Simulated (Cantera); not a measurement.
Input: 1 mol Si2H6, 0.94 mol CO2, 14 mol N2, held at 0.00133 bar.

Cantera equilibrium calculation (NASA polynomials, part measured and part estimated; ideal gas, pure solids and liquids). Candidate condensed phases: C, C6H6, C7H8, C8H18, H2O, Si, SiC, SiO2, Si2N2O, Si3N4; 151 gas species. The feed counts by its element totals alone. N2 is the only nitrogen source here; it is nearly inert below about 1500 K, so the nitride shown seldom forms there in practice. Mutual solubility and eutectic melting of coexisting phases are not modelled. Gases not in the tables: Si2H6 and higher silanes. Rates play no part.

### Question
Which condensed phases are stable at each of these points (T (K)): 1398, 1448, 1498, 1548, 1598, 1648, 1698, 1748, 1798, 1848, 1898, 1948, 1998?

### Answer
| T (K) | condensed phases | Si condensed (%) |
|---|---|---|
| 1398 | C(graphite) + Si2N2O(s) | 100.0 |
| 1448 | SiC(s) + Si2N2O(s) | 99.8 |
| 1498 | SiC(s) + Si2N2O(s) | 99.0 |
| 1548 | SiC(s) + Si2N2O(s) | 96.2 |
| 1598 | SiC(s) + Si2N2O(s) | 86.7 |
| 1648 | SiC(s) + Si2N2O(s) | 58.1 |
| 1698 | SiC(s) | 26.4 |
| 1748 | SiC(s) | 26.2 |
| 1798 | SiC(s) | 25.7 |
| 1848 | SiC(s) | 24.8 |
| 1898 | SiC(s) | 22.8 |
| 1948 | SiC(s) | 19.1 |
| 1998 | SiC(s) | 12.8 |

At 1398 K the condensed part is C(graphite) + Si2N2O(s). From 1448 K to 1648 K the condensed part is SiC(s) + Si2N2O(s). From 1698 K to 1998 K the condensed part is SiC(s).
